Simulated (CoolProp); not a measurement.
Vapour-liquid equilibrium of isobutene (1) + n-octane (2) at 0.063 MPa; x and y are mole fractions of (1).

Values from CoolProp's multi-fluid Helmholtz-energy mixture model, Lemmon 2005 and Beckmüller 2019; pair parameters Bell 2016.

```json
[
 {"x": "0.05", "bubble temperature (K)": "345.8", "y at the bubble point": "0.726", "dew temperature at overall composition x (K)": "380.8", "liquid density (mol/L)": "5.900"},
 {"x": "0.15", "bubble temperature (K)": "309.2", "y at the bubble point": "0.952", "dew temperature at overall composition x (K)": "377.3", "liquid density (mol/L)": "6.482"},
 {"x": "0.25", "bubble temperature (K)": "292.5", "y at the bubble point": "0.983", "dew temperature at overall composition x (K)": "373.4", "liquid density (mol/L)": "6.956"},
 {"x": "0.35", "bubble temperature (K)": "282.4", "y at the bubble point": "0.992", "dew temperature at overall composition x (K)": "369.1", "liquid density (mol/L)": "7.419"},
 {"x": "0.45", "bubble temperature (K)": "275.2", "y at the bubble point": "0.996", "dew temperature at overall composition x (K)": "364.3", "liquid density (mol/L)": "7.903"},
 {"x": "0.55", "bubble temperature (K)": "269.7", "y at the bubble point": "0.998", "dew temperature at overall composition x (K)": "358.7", "liquid density (mol/L)": "8.419"},
 {"x": "0.65", "bubble temperature (K)": "265.3", "y at the bubble point": "0.999", "dew temperature at overall composition x (K)": "352.0", "liquid density (mol/L)": "8.978"},
 {"x": "0.75", "bubble temperature (K)": "261.6", "y at the bubble point": "0.999", "dew temperature at overall composition x (K)": "343.6", "liquid density (mol/L)": "9.589"},
 {"x": "0.85", "bubble temperature (K)": "258.5", "y at the bubble point": "1.000", "dew temperature at overall composition x (K)": "331.7", "liquid density (mol/L)": "10.26"},
 {"x": "0.95", "bubble temperature (K)": "255.8", "y at the bubble point": "1.000", "dew temperature at overall composition x (K)": "309.7", "liquid density (mol/L)": "11.00"}
]
```

No azeotrope shows between x = 0.05 and 0.95.

Pair parameters are fitted to limited data, so mixtures are less certain than the pure fluids.
